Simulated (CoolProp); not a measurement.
Saturation properties of isohexane (Tc = 224.6 °C, pc = 3043 kPa, ω = 0.280).

Model: reference Helmholtz-energy equation of state, Lemmon 2006, in CoolProp. It is a short technical equation, of lower accuracy than the large ones.

| T (°C) | p (kPa) | enthalpy of vaporisation (kJ/kg) | liquid cp (kJ/(kg K)) | surface tension (mN/m) |
|---|---|---|---|---|
| 44.75 | 60.22 | 334.0 | 2.332 | 14.9 |
| 54.55 | 84.31 | 327.2 | 2.382 | 13.9 |
| 64.25 | 115.0 | 320.1 | 2.433 | 13.0 |
| 74.05 | 154.3 | 312.7 | 2.485 | 12.0 |
| 83.75 | 202.6 | 305.0 | 2.539 | 11.1 |
| 93.45 | 261.7 | 296.9 | 2.594 | 10.2 |
| 103.25 | 334.0 | 288.3 | 2.652 | 9.31 |
| 112.95 | 419.4 | 279.2 | 2.713 | 8.43 |
| 122.75 | 521.4 | 269.5 | 2.778 | 7.55 |

It boils at 60.2 °C under 1 atm.

Surface tension comes from a separate correlation (Mulero 2012).
